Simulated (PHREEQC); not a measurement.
Dissolve 0.00019 mol/kgw KNO3, 0.00015 mol/kgw KHCO3 and 1.3e-05 mol/kgw ZnCl2 at 40 °C. Closed to the air; pH follows from the charge balance.

All values are PHREEQC results (ion-association model, phreeqc.dat), not measurements.

This is a speciation only: nothing precipitates in the calculation.

Q: Order these Zn species by the share of Zn that they hold, largest first: ZnOH+, ZnCO3, Zn(OH)2, ZnHCO3+, Zn+2.

A: Zn+2 (77 %), ZnOH+ (12 %), ZnCO3 (6.3 %), Zn(OH)2 (2.5 %), ZnHCO3+ (1.3 %)

The pH is 7.73 and the ionic strength 0.000372 mol/kgw. Constants without temperature data keep their 25 °C values here.
